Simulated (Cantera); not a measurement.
Feed: 1 mol C3H8, 0.018 mol NH3, 4.8 mol N2, 1.5 mol CO2, at 1923.15 K and 750 Torr.

Equilibrium computed with Cantera from the NASA thermochemical tables; the gas is ideal and each condensed phase is pure. Candidate condensed phases: C, C6H6, C7H8, C8H18, H2O; 136 gas species. Kinetics and transport are ignored.

Base state: N2 0.404, H2 0.338, CO 0.253, HCN 0.00398, H 0.000548, HNC 0.000195, C2H2 (acetylene) 0.000153, CH4 5.98e-5 (mole fractions); condensed: C(graphite).

Problem. What changes in the equilibrium state with this change: C3H8 replaced by CH3OH?

Solution. 
| species | before | after |
|---|---|---|
| N2 | 0.404 | 0.515 |
| CO | 0.253 | 0.216 |
| H2O | 1.38e-5 | 0.109 |
| H2 | 0.338 | 0.108 |
| CO2 | 2.41e-6 | 0.0512 |
| C2H2 (acetylene) | 0.000153 | <1e-9 |
| CH4 | 5.98e-5 | <1e-9 |
| HNC | 0.000195 | 4.27e-9 |
| HCN | 0.00398 | 8.69e-8 |
| OH | 1.93e-9 | 2.71e-5 |
| C(graphite), mol | 1.45 | 0 |
